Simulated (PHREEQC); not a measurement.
Synthetic water in mmol/kgw, 25 °C, pH 3.82, pe 9.3:

```tsv
constituent	mmol/kgw
Na	11.1
K	11.4
Ca	6.12
Mg	5.82
Cl	9.12
S(6)	18.3
Cu(2)	0.00655
```

Valence states are taken as typed.

All values are PHREEQC results (ion-association model, phreeqc.dat), not measurements.

The ionic strength is 0.0579 mol/kgw, the specific conductance is 4070 µS/cm and the density comes out as 1.000 g/cm³. The total alkalinity comes out as -0.287 meq/kg and the charge-balance error comes out as 1.3 %.

```tsv
species	molality	activity	log γ
SO4-2	0.0132	0.00585	-0.354
K+	0.0110	0.00880	-0.095
Na+	0.0108	0.00881	-0.088
Cl-	0.00912	0.00734	-0.094
Ca+2	0.00417	0.00190	-0.342
Mg+2	0.00357	0.00167	-0.331
```

This is a speciation only: nothing precipitates in the calculation. Species that the database lacks are ignored.
